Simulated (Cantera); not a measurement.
An isothermal, constant-pressure homogeneous reactor starts with 47.6 % NO, 52.4 % N2, at 2125 K and 0.0651 atm.

Detailed kinetics in Cantera: GRI-Mech 3.0 (53 species, 325 reactions).

Predict: x(NO) at 2.00 s; x(O2) at 2.00 s; x(O) at 2.00 s; x(N2) at 2.00 s; x(N2O) at 2.00 s; x(NO2) at 2.00 s.

x(NO) at 2.00 s: 0.107 (gas-phase equilibrium 0.0109)
x(O2) at 2.00 s: 0.183 (gas-phase equilibrium 0.231)
x(O) at 2.00 s: 0.00279 (gas-phase equilibrium 0.00311)
x(N2) at 2.00 s: 0.707 (gas-phase equilibrium 0.755)
x(N2O) at 2.00 s: 3.62e-6 (gas-phase equilibrium 1.53e-7)
x(NO2) at 2.00 s: 3.63e-5 (gas-phase equilibrium 4.15e-6)
